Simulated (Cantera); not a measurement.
**Oxide etching and cleaning by halides: SiO2 + F2**

Input: 1 mol SiO2, 1.3 mol F2, equilibrated at 113 Torr.

Method: chemical equilibrium by Gibbs-energy minimisation in Cantera with the NASA 1993 tables (ideal gas, pure condensed phases). Candidate condensed phases: Si, SiO2; 17 gas species. The tables' values for SiF3 are old estimates; treat these amounts as uncertain. The tables hold silica as quartz up to 1696 K and as liquid above; real silica turns to tridymite and cristobalite and melts near 1996 K. Rates play no part.

From 600 °C to 1400 °C the condensed part is SiO2(β-quartz). At 1500 °C the condensed part is SiO2(condensed). The main Si-bearing gas is SiF4 throughout.

```csv
T (°C),x O2,x SiF4,x O,x F,x SiF3,x SiO2,n SiO2(β-quartz),n SiO2(condensed)
600,0.500,0.500,3.47e-12,<1e-12,<1e-12,<1e-12,0.350,0
700,0.500,0.500,1.24e-10,1.57e-11,<1e-12,<1e-12,0.350,0
800,0.500,0.500,2.27e-9,3.15e-10,5.88e-12,<1e-12,0.350,0
900,0.500,0.500,2.55e-8,3.79e-9,1.66e-10,<1e-12,0.350,0
1000,0.500,0.500,1.96e-7,3.10e-8,2.76e-9,<1e-12,0.350,0
1100,0.500,0.500,1.13e-6,1.87e-7,3.03e-8,<1e-12,0.350,0
1200,0.500,0.500,5.10e-6,8.89e-7,2.39e-7,5.97e-12,0.350,0
1300,0.500,0.500,1.91e-5,3.47e-6,1.45e-6,1.28e-10,0.350,0
1400,0.500,0.500,6.10e-5,1.15e-5,7.05e-6,1.90e-9,0.350,0
1500,0.500,0.500,0.000171,3.36e-5,2.84e-5,2.01e-8,0,0.350
```
x: gas mole fraction; n: condensed amount in mol.
